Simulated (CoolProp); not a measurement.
Properties of R1336mzz(Z) along the isotherm 500 K.

Values from CoolProp's reference Helmholtz-energy equation of state, McLinden 2020.

```tsv
p (kPa)	phase	cp (kJ/(kg K))	cv (kJ/(kg K))	isothermal compressibility (1/MPa)	expansivity (1/kK)
2230	gas	1.245	1.099	0.5675	4.255
4470	supercritical	1.654	?	0.4022	11.22
6700	supercritical	1.848	1.151	0.1589	11.40
8930	supercritical	1.643	1.136	0.06057	6.691
11200	supercritical	1.545	1.129	0.03421	4.794
13400	supercritical	1.492	1.126	0.02352	3.849
15600	supercritical	1.458	1.125	?	?
17900	supercritical	1.434	1.124	0.01407	2.853
20100	supercritical	1.417	1.123	0.01170	2.566
22300	supercritical	1.404	1.123	0.01000	2.346
24600	supercritical	1.393	1.124	0.008673	2.163
26800	supercritical	1.384	1.124	0.007689	2.021
29000	supercritical	1.377	1.124	0.006902	1.903
```

**Question.** Complete the blanks.

**Answer.** 
- 4470, cv (kJ/(kg K)): 1.144
- 15600, isothermal compressibility (1/MPa): 0.01776
- 15600, expansivity (1/kK): 3.266

The peak of cp marks the crossing from liquid-like to gas-like fluid above the critical point.
